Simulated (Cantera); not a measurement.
Source: NASA polynomial tables (part measured, part estimated), evaluated in Cantera. Values are per mole of reaction as written; species without (g) are pure solids or liquids, kept so even where they would boil at 1 bar. TaC: taken at fixed stoichiometry.

**Question.** Between 1398 and 2598 K, where is each reaction favourable under standard conditions?
- C2H2(g) + 3 Ta + HCN(g) = NH3(g) + 3 TaC

**Answer.** 
- C2H2(g) + 3 Ta + HCN(g) = NH3(g) + 3 TaC: ΔG° is -551 kJ at 1398 K and -313 kJ at 2598 K; it stays negative (K > 1). ΔH° is -817 kJ and ΔS° -194 J/K at 2598 K.
